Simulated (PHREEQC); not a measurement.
Solution (25 °C): 0.23 mol H2SO4, 0.0022 mol FeCl3 and 5.4e-05 mol MnSO4 per kg of water. It is in equilibrium with CO2 at log p = 0 (atm). Otherwise closed; pH follows from the charge balance.

Equilibrium calculation in PHREEQC: ion-association model, phreeqc.dat.

Each row changes one thing in this solution. No solid was allowed to form.

| case | pH | ionic strength (mol/kgw) | HSO4- (mol/kgw) | SO4-2 (mol/kgw) | Mn+2 (mol/kgw) | (CO2)2 (mol/kgw) | SI of Rhodochrosite (MnCO3) |
|---|---|---|---|---|---|---|---|
| as made | 0.69 | 0.294 | 0.199 | 0.0291 | 3.96e-5 | 1.96e-5 | -10.58 |
| FeCl3 left out | 0.69 | 0.289 | 0.201 | 0.0293 | 3.96e-5 | 1.97e-5 | -10.58 |
| MnSO4 from 5.4e-05 to 5.4e-06 mol/kgw | 0.69 | 0.294 | 0.199 | 0.0291 | 3.96e-6 | 1.96e-5 | -11.58 |
| H2SO4 left out | 2.78 | 0.0100 | 2.27e-6 | [?] | 5.29e-5 | 2.10e-5 | -5.91 |
| temperature from 25 to 15 °C | 0.68 | 0.304 | 0.194 | 0.0341 | 3.98e-5 | 2.48e-5 | -10.67 |
| H2SO4 replaced by CuSO4 at the same molality | [?] | 0.436 | 0.00102 | 0.106 | 2.74e-5 | 1.90e-5 | -5.21 |
| 0.0056 mol/kgw (NH4)2SO4 added | 0.70 | 0.302 | 0.202 | 0.0303 | 3.94e-5 | 1.96e-5 | -10.57 |

Question: Complete the blanks.

Answer: 
- H2SO4 left out, SO4-2 (mol/kgw): 1.89e-5
- H2SO4 replaced by CuSO4 at the same molality, pH: 3.48

Some of these states are supersaturated (in Hematite (slow to form), Goethite (slow to form), for instance).
